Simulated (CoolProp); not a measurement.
Octamethylcyclotetrasiloxane (D4) along the isobar 7.64 bar: density (kg/m³) from the reference equation and from simpler models built on Tc = 586.5 K, pc = 13.47 bar, ω = 0.598; each cubic takes its own stable root.

The numbers come from the reference Helmholtz-energy equation of state, Thol 2015 in CoolProp.

```tsv
T (K)	phase	reference	van der Waals	Soave-Redlich-Kwong	Peng-Robinson
437.6	liquid	784.2	455.8	714.1	807.0
445.5	liquid	[?]	449.6	703.9	795.8
453.4	liquid	762.6	443.2	693.2	784.0
461.3	liquid	751.5	436.5	682.0	771.5
469.2	liquid	740.0	429.4	670.1	[?]
477	liquid	[?]	422.0	[?]	744.5
484.9	liquid	716.0	[?]	644.5	729.7
492.8	liquid	703.3	[?]	630.3	713.8
500.7	liquid	690.0	396.0	615.2	696.8
508.6	liquid	676.0	385.6	599.0	678.4
516.5	liquid	661.2	77.48	581.4	658.5
524.4	liquid	645.2	74.21	562.1	636.5
532.3	liquid	[?]	71.39	[?]	612.0
```

Problem. Fill in the missing entries.

Solution. 
- 445.5, reference: 773.6
- 469.2, Peng-Robinson: 758.3
- 477, reference: 728.3
- 477, Soave-Redlich-Kwong: 657.7
- 484.9, van der Waals: 414.0
- 492.8, van der Waals: 405.4
- 532.3, reference: 627.8
- 532.3, Soave-Redlich-Kwong: 540.7

At some of these states van der Waals gives the other phase, because its saturation line lies elsewhere.
